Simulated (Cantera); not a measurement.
Input: 1 mol BaF2, 14 mol H2, 0.9 mol N2, equilibrated at 2200 K and 0.0100 bar.

Equilibrium computed with Cantera from the NASA thermochemical tables; the gas is ideal and each condensed phase is pure. Candidate condensed phases: Ba, BaF2; 24 gas species. The numbers say what is thermodynamically allowed, not how fast it happens.

**Question.** What is the equilibrium state?

**Answer.** x(H2): 0.803
x(N2): 0.0543
x(H): 0.0505
x(HF): 0.0315
x(BaF2): 0.0302
x(BaF): 0.0288
x(Ba): 0.00134
x(F): 1.70e-6
gas amount: 16.58 mol
log10 activity of Ba(l) (absent): -5.25
